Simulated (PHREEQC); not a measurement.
# Metal-bearing waste water

Dissolve 0.004 mol/kgw CuSO4 and 0.00082 mol/kgw H2SO4 at 25 °C. Closed to the air; pH follows from the charge balance.

Computed with PHREEQC (ion-association model, wateq4f.dat).

Precipitation was switched off in this run.

Task: Estimate the pH.

Result: pH 2.92.

Task: In which forms is Cu present?

Result: Cu+2 77 %, CuSO4 23 % of the Cu.

Species that the database lacks are ignored.
